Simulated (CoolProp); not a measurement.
The numbers come from the reference Helmholtz-energy equation of state, Jacobsen 1992 in CoolProp.

Task: Give the vapour pressure (MPa), vapour density (kg/m³), liquid cp (kJ/(kg K)), liquid viscosity (µPa s) of saturated R11 at 405.2 K.

Result: 
```
T (K)  p (MPa)  vapour density (kg/m³)  liquid cp (kJ/(kg K))  liquid viscosity (µPa s)
-----  -------  ----------------------  ---------------------  ------------------------
405.2     1.55                    83.7                   1.08                       162
```

Viscosity comes from a separate model (Klein 1997), an estimate that may be off by 10 % or more.
